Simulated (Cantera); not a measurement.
**Stirred combustor or abatement burner**

A perfectly stirred reactor is fed with 4.07 % CO, 0.240 % H₂, 4.48 % CH₄, 19.2 % O₂, 72.0 % N₂, at 9.87 atm; it is adiabatic with a 623 K inlet, and is followed from long to short residence time, starting on the burning branch (τ in s: 0.037, 0.018, 0.0085, 0.004, 0.0019, 0.00091, 0.00043, 0.00021, 9.8e-05, 4.7e-05, 2.2e-05, 1.1e-05, 5e-06).

Computed with Cantera and GRI-Mech 3.0 (53 species, 325 reactions).

```csv
τ (s),T (K),x CO,x H₂,x CH₄,x CH₂,x CO₂,x CH₂CO
0.037,1948,0.000208,2.86e-5,3.48e-6,9.08e-9,0.0871,2.22e-10
0.018,1946,0.000321,3.65e-5,6.49e-6,1.84e-8,0.0870,7.26e-10
0.0085,1944,0.000532,5.12e-5,1.19e-5,3.78e-8,0.0868,2.30e-9
0.0040,1940,0.000897,7.71e-5,2.08e-5,7.64e-8,0.0864,6.67e-9
0.0019,1934,0.00151,0.000120,3.53e-5,1.50e-7,0.0857,1.75e-8
0.00091,1924,0.00252,0.000189,5.91e-5,2.83e-7,0.0846,4.31e-8
0.00043,1908,0.00427,0.000303,0.000101,5.25e-7,0.0827,1.05e-7
0.00021,1882,0.00712,0.000473,0.000174,9.18e-7,0.0796,2.48e-7
9.8e-5,1832,0.0128,0.000767,0.000347,1.60e-6,0.0734,7.13e-7
4.7e-5,623,0.0407,0.00240,0.0448,<1e-12,<1e-12,<1e-12
2.2e-5,623,0.0407,0.00240,0.0448,<1e-12,<1e-12,<1e-12
1.1e-5,623,0.0407,0.00240,0.0448,<1e-12,<1e-12,<1e-12
5.0e-6,623,0.0407,0.00240,0.0448,<1e-12,<1e-12,<1e-12
```
x: mole fraction; the columns are a selection and need not sum to one.
